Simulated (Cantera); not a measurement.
A closed system holds: 1 mol Al₂O₃, 2200 mol H₂, at 2050 K and 1.00 mbar.

Cantera equilibrium calculation (NASA polynomials, part measured and part estimated; ideal gas, pure solids and liquids). Candidate condensed phases: Al, Al₂O₃, H₂O; 19 gas species. The tables' values for AlOH are old estimates; treat these amounts as uncertain. Rates play no part.

Base state: H₂ 0.929, H 0.0691, H₂O 0.00123, Al 0.000755, Al₂O 4.03e-5, AlOH 3.10e-5 (mole fractions); condensed: gas only.

Q: What changes in the equilibrium state with this change: temperature from 2050 K to 1225 K?

A: 
```
species          before    after
-------------  --------  -------
H₂                0.929    1.000
H                0.0691  9.86e-6
H₂O             0.00123  1.02e-8
Al             0.000755  5.86e-9
Al₂O            4.03e-5    <1e-9
AlOH            3.10e-5    <1e-9
Al₂O₃(s), mol         0    1.000
```
